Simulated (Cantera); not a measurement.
Feed: 1 mol SiH2Cl2, 1.3 mol O2, held at 22.0 Pa.

Cantera equilibrium calculation (NASA polynomials, part measured and part estimated; ideal gas, pure solids and liquids). Candidate condensed phases: H2O, Si, SiO2; 30 gas species. The tables hold silica as quartz up to 1696 K and as liquid above; real silica turns to tridymite and cristobalite and melts near 1996 K. Rates play no part.

x: gas mole fraction; n: condensed amount in mol.

| T (K) | x HCl | x O2 | x H2O | x Cl2 | x Cl | x OH | n SiO2(β-quartz) |
|---|---|---|---|---|---|---|---|
| 875 | 0.786 | 0.107 | 0.0531 | 0.0527 | 0.000713 | [?] | 1.00 |
| 925 | 0.800 | 0.111 | 0.0440 | 0.0432 | 0.00162 | [?] | 1.00 |
| 975 | 0.810 | 0.114 | 0.0374 | 0.0357 | 0.00337 | [?] | 1.00 |
| 1025 | 0.816 | 0.116 | 0.0326 | 0.0293 | 0.00646 | [?] | 1.00 |
| 1075 | 0.818 | 0.117 | 0.0295 | 0.0237 | 0.0115 | [?] | 1.00 |
| 1125 | 0.818 | 0.117 | 0.0280 | 0.0186 | 0.0189 | [?] | 1.00 |
| 1175 | 0.813 | 0.116 | 0.0282 | 0.0139 | 0.0287 | [?] | 1.00 |
| 1225 | 0.805 | 0.115 | 0.0302 | 0.00983 | 0.0408 | [?] | 1.00 |

Question: Complete the blanks.

Answer: 
- 875, x OH: 3.57e-8
- 925, x OH: 1.10e-7
- 975, x OH: 3.00e-7
- 1025, x OH: 7.48e-7
- 1075, x OH: 1.73e-6
- 1125, x OH: 3.79e-6
- 1175, x OH: 7.96e-6
- 1225, x OH: 1.62e-5
